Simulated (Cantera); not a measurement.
Cantera run:

```python
import numpy as np
import cantera as ct

gas_names = [...]  # 109 gases of nasa_gas.yaml made of C, Cl, H, Si
cond_names = """
    C(gr) C6H6(L) C7H8(L) C8H18(L),n-octa Si(cr) Si(L) SiC(b)
""".split()


# ... load() reads the species with a 1 bar reference pressure and builds the phases ...
atoms = {
    'CCl4': {'C': 1, 'CL': 4},
    'Si': {'Si': 1},
    'HCl': {'H': 1, 'CL': 1},
}
top_T = {'C(gr)': 4500, 'SiC(b)': 3050}  # K; cautious upper limits of use, not melting points


# ... equilibrate(T, P, feed) seeds the gas with the atoms and calls Mixture.equilibrate('TP', solver="vcs", rtol=1e-11, max_steps=5000) ...
results = []
feed = {'CCl4': 1, 'Si': 0.75, 'HCl': 0.8}  # mol
T = 2900  # K
P = 133.322  # Pa
mix = equilibrate(T, P, feed)
results.append((T, P, feed, dict(zip(mix.species_names, mix.species_moles))))
x = sorted(zip(gas.X, gas.species_names), reverse=True)
print(f"T = {T:g} K  P = {P:g} Pa  gas = {mix.phase_moles(0):.4g} mol")
print("   x: " + "  ".join(f"{s} {v:.3e}" for v, s in x if v > 1e-06))
print("   condensed (mol): " + ("  ".join(f"{mix.phase(i).name} {mix.phase_moles(i):.4g}"
      for i in range(1, mix.n_phases) if mix.phase_moles(i) > 1e-12) or "none"))
```

It prints:

```
T = 2900 K  P = 133.322 Pa  gas = 6.512 mol
   x: CL 7.235e-01  H 1.085e-01  Si 8.488e-02  SiC2 2.822e-02  C3 2.593e-02  HCL 1.156e-02  C 9.857e-03  C2 3.720e-03  SiCL 1.525e-03  H2 1.188e-03  C2H 3.565e-04  SiCL2 2.259e-04  C5 1.670e-04  SiC 1.538e-04  Si2C 6.813e-05  C4 4.526e-05  C2H2,acetylene 2.634e-05  CCL 2.120e-05  SiH 1.666e-05  CL2 1.087e-05  Si2 6.794e-06  CH 6.605e-06  C2HCL 5.130e-06
   condensed (mol): none
```

Equilibrium computed with Cantera from the NASA thermochemical tables; the gas is ideal and each condensed phase is pure. The tables' values for SiCl, CCl are old estimates; treat these amounts as uncertain.
